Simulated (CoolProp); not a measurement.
Vapour-liquid equilibrium of R124 (1) + R142b (2) at -13.95 °C; x and y are mole fractions of (1).

Values from CoolProp's multi-fluid Helmholtz-energy mixture model, de Vries 1995 and Lemmon 2006; pair parameters Bell 2016.

| x | bubble pressure (MPa) | y at the bubble point | dew pressure at overall composition x (MPa) | liquid density (mol/L) |
|---|---|---|---|---|
| 0.05 | 0.08327 | 0.053 | 0.08325 | 11.92 |
| 0.2 | 0.08414 | 0.211 | 0.08408 | 11.74 |
| 0.35 | 0.08507 | 0.367 | 0.08496 | 11.57 |
| 0.5 | 0.08620 | 0.523 | 0.08601 | 11.40 |
| 0.65 | 0.08768 | 0.677 | 0.08739 | 11.23 |
| 0.8 | 0.08965 | 0.824 | 0.08928 | 11.06 |
| 0.95 | 0.09219 | 0.959 | 0.09199 | 10.90 |

No azeotrope shows between x = 0.05 and 0.95.

The pair parameters rest on a limited set of measurements; away from them the model extrapolates.
